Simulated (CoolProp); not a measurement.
Oxygen along the isobar 24900 kPa: fugacity coefficient from the reference equation and from simpler models built on Tc = 154.6 K, pc = 5046 kPa, ω = 0.022; each cubic takes its own stable root.

Values from CoolProp's reference Helmholtz-energy equation of state, Schmidt 1985. Above 300 K oxygen's equation is extrapolated.

```tsv
T (K)	phase	reference
75.9	liquid	0.001860
105.7	liquid	0.03337
135.4	liquid	0.1411
165.2	supercritical	0.3170
195	supercritical	0.5080
224.8	supercritical	0.6690
254.6	supercritical	0.7873
284.4	supercritical	0.8706
314.2	supercritical	0.9292
344	supercritical	0.9707
373.8	supercritical	1.000
403.5	supercritical	1.022
```

### Question
How far does each simpler model (Redlich-Kwong, Soave-Redlich-Kwong) lie from the reference over these 12 states: mean and median of the absolute difference, and the worst?

### Answer
- Redlich-Kwong: mean 6.2 %, median 1.9 %, worst -47.8 % at 75.9 K and 24900 kPa
- Soave-Redlich-Kwong: mean 2.9 %, median 2.9 %, worst -5.2 % at 75.9 K and 24900 kPa
